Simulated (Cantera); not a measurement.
Input: 1 mol B2O3, 0.26 mol O2, 0.9 mol N2, equilibrated at 750 Torr.

Method: chemical equilibrium by Gibbs-energy minimisation in Cantera with the NASA 1993 tables (ideal gas, pure condensed phases). Candidate condensed phases: B, BN, B2O3; 17 gas species. Kinetics and transport are ignored.

Which condensed phases are stable at each of these points (T (K)): 1923, 1973, 2023, 2073, 2123, 2173, 2223, 2273, 2323?


```json
[
 {"T (K)": "1923", "condensed phases": "B2O3(l)", "B condensed (%)": "97.9"},
 {"T (K)": "1973", "condensed phases": "B2O3(l)", "B condensed (%)": "96.1"},
 {"T (K)": "2023", "condensed phases": "B2O3(l)", "B condensed (%)": "93.1"},
 {"T (K)": "2073", "condensed phases": "B2O3(l)", "B condensed (%)": "87.8"},
 {"T (K)": "2123", "condensed phases": "B2O3(l)", "B condensed (%)": "78.5"},
 {"T (K)": "2173", "condensed phases": "B2O3(l)", "B condensed (%)": "61.1"},
 {"T (K)": "2223", "condensed phases": "B2O3(l)", "B condensed (%)": "24.5"},
 {"T (K)": "2273", "condensed phases": "gas only", "B condensed (%)": "0.0"},
 {"T (K)": "2323", "condensed phases": "gas only", "B condensed (%)": "0.0"}
]
```

From 1923 K to 2223 K the condensed part is B2O3(l). From 2273 K to 2323 K nothing is condensed.
